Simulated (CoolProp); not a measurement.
Properties of sulfur dioxide along the isobar 0.101 MPa.

The numbers come from the reference Helmholtz-energy equation of state, Gao 2016 in CoolProp.

```tsv
T (K)	phase	cv (kJ/(kg K))	speed of sound (m/s)	Joule-Thomson coefficient (K/MPa)	isothermal compressibility (1/MPa)	expansivity (1/kK)	fugacity coefficient
351.1	gas	0.5286	237.2	22.43	9.993	2.943	0.9909
364.5	gas	0.5348	241.5	19.96	9.981	2.822	0.9920
377.8	gas	0.5411	245.7	17.91	9.972	2.713	0.9930
391.2	gas	0.5475	249.8	16.16	9.963	2.613	0.9938
404.6	gas	0.5540	253.8	14.68	9.956	2.520	0.9945
418	gas	0.5604	257.8	13.41	9.950	2.434	0.9951
431.4	gas	0.5668	261.7	12.32	9.945	2.354	0.9956
444.7	gas	0.5730	265.5	11.37	9.941	2.280	0.9960
458.1	gas	0.5792	269.3	10.53	9.937	2.211	0.9964
471.5	gas	0.5853	273.0	9.793	9.933	2.146	0.9968
484.9	gas	0.5912	276.6	9.135	9.930	2.084	0.9971
498.2	gas	0.5970	280.2	8.550	9.927	2.027	0.9974
511.6	gas	0.6026	283.7	8.018	9.925	1.972	0.9976
525	gas	0.6081	287.2	7.537	9.923	1.921	0.9978
```
